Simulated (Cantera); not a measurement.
**Equilibrium for boron, boron nitride and boron oxide: B2O3 + H2O + H2**

A closed system holds: 1 mol B2O3, a varied amount of H2O, 0.86 mol H2, held at 2.80 mbar.

Equilibrium computed with Cantera from the NASA thermochemical tables; the gas is ideal and each condensed phase is pure. Candidate condensed phases: B, B2O3, B3O3H3, H2O; 23 gas species. Gases not in the tables: H3BO3. Equilibrium is a limit: real reactors are often held back by kinetics, nucleation or transport.

Task: Map the stable condensed phases over T = 798, 873, 948, 1023, 1098, 1173, 1248, 1323, 1398, 1473, 1548 K and n(H2O) in mol = 2.5, 2.8, 3.2, 3.6, 4.1, 4.7, 5.3, 6, 6.9, 7.8, 8.9, 10, 11.

Result: 
```
T in K \ n(H2O) in mol
         2.5 2.8 3.2 3.6 4.1 4.7 5.3   6 6.9 7.8 8.9  10  11
   1548    A   B   B   B   B   B   B   B   B   B   B   B   B
   1473    A   A   A   A   A   A   B   B   B   B   B   B   B
   1398    A   A   A   A   A   A   A   A   A   A   A   A   A
   1323    A   A   A   A   A   A   A   A   A   A   A   A   A
   1248    A   A   A   A   A   A   A   A   A   A   A   A   A
   1173    A   A   A   A   A   A   A   A   A   A   A   A   A
   1098    A   A   A   A   A   A   A   A   A   A   A   A   A
   1023    A   A   A   A   A   A   A   A   A   A   A   A   A
    948    A   A   A   A   A   A   A   A   A   A   A   A   A
    873    A   A   A   A   A   A   A   A   A   A   A   A   A
    798    A   A   A   A   A   A   A   A   A   A   A   A   A
```
A: B2O3; B: gas only.
